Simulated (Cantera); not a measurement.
Charge: 1 mol SiHCl3, 0.16 mol NH3, 9.7 mol H2, held at 1702 °C.

These are equilibrium values from Cantera (NASA tables, ideal gas, pure condensed phases), not measurements of a reactor. Candidate condensed phases: NH4Cl, Si, Si3N4; 28 gas species. Gases not in the tables: Si2H6 and higher silanes. Rates play no part.

### Question
What share of the Si ends up in condensed phases as a function of P (Pa), at 5, 17, 59, 210, 710, 2400, 8400, 29000, 100000?

### Answer
```csv
P (Pa),Si condensed (%),as
5,0.0,-
17,0.0,-
59,0.0,-
210,9.2,Si(l)
710,24.4,Si(l)
2400,29.1,Si(l)
8400,30.6,Si(l)
29000,31.1,Si(l)
100000,31.2,Si(l)
```
